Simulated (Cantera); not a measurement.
Mixture: H₂ : O₂ : N₂ = 1 : 0.505 : 1.9 (molar parts), equivalence ratio 0.99, at 1.00 bar, adiabatic and at constant volume. Ignition delay is the time to a rise of 400 K.

Detailed kinetics in Cantera: the H2/O2 subset of GRI-Mech 3.0, which has no nitrogen chemistry. Where the delays flatten at high temperature, the 400 K rule measures the pace of heat release, not the induction time.

Q: What does this change do: pressure from 1.00 bar to 0.870 bar?

A: 
| quantity | before | after |
|---|---|---|
| delay at 975 K | 0.689 ms | 0.520 ms |
| delay at 1125 K | 71.4 µs | 80.4 µs |
| delay at 1275 K | 31.2 µs | 36.0 µs |
| delay at 1425 K | 18.5 µs | 21.7 µs |
| delay at 1575 K | 13.6 µs | 16.3 µs |
